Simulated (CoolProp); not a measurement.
Properties of n-undecane at several states (Tc = 638.8 K, pc = 1990 kPa, ω = 0.539).

Values from CoolProp's reference Helmholtz-energy equation of state, Aleksandrov 2011. It is a short technical equation, of lower accuracy than the large ones.

```tsv
T (K)	p (kPa)	phase	Z	cp (kJ/(kg K))	expansivity (1/kK)	fugacity coefficient
450.2	11800	liquid	?	?	?	0.01103
261.1	3890	liquid	?	?	0.9997	?
562.7	11.3	gas	0.9965	2.730	1.801	0.9965
```

**Question.** Complete the blanks.

**Answer.** 
- 450.2, Z: 0.7727
- 450.2, cp (kJ/(kg K)): 2.762
- 450.2, expansivity (1/kK): 1.130
- 261.1, Z: 0.3650
- 261.1, cp (kJ/(kg K)): 2.106
- 261.1, fugacity coefficient: 7.626e-7
